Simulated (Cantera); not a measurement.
Feed: 1 mol SiH₂Cl₂, 0.33 mol Cl₂, 25 mol H₂, at 1698.15 K and 1330 Pa.

Method: chemical equilibrium by Gibbs-energy minimisation in Cantera with the NASA 1993 tables (ideal gas, pure condensed phases). Candidate condensed phases: Si; 19 gas species. The tables' values for SiCl₃, SiCl are old estimates; treat these amounts as uncertain. Gases not in the tables: Si₂H₆ and higher silanes. Kinetics and transport are ignored.

Base state: H₂ 0.918, HCl 0.0644, SiCl₂ 0.0162, H 0.00120, SiCl₃ 0.000102, Cl 6.55e-5, SiCl 6.29e-5, Si 4.94e-5 (mole fractions); condensed: Si(l).

Task: What changes in the equilibrium state with this change: Cl₂ from 0.33 to 0.012 mol?

Result: 
```
species       before    after
----------  --------  -------
H₂             0.918    0.935
HCl           0.0644   0.0530
SiCl₂         0.0162   0.0108
SiCl₃       0.000102  5.55e-5
Cl           6.55e-5  5.35e-5
SiCl         6.29e-5  5.13e-5
SiH₂         1.28e-5  1.31e-5
H            0.00120  0.00121
Si(l), mol     0.550    0.703
```

Task: What changes in the equilibrium state with this change: Cl₂ from 0.33 to 0.064 mol?

Result: 
| species | before | after |
|---|---|---|
| H₂ | 0.918 | 0.932 |
| HCl | 0.0644 | 0.0550 |
| SiCl₂ | 0.0162 | 0.0116 |
| SiCl₃ | 0.000102 | 6.22e-5 |
| Cl | 6.55e-5 | 5.55e-5 |
| Si(l), mol | 0.550 | 0.679 |
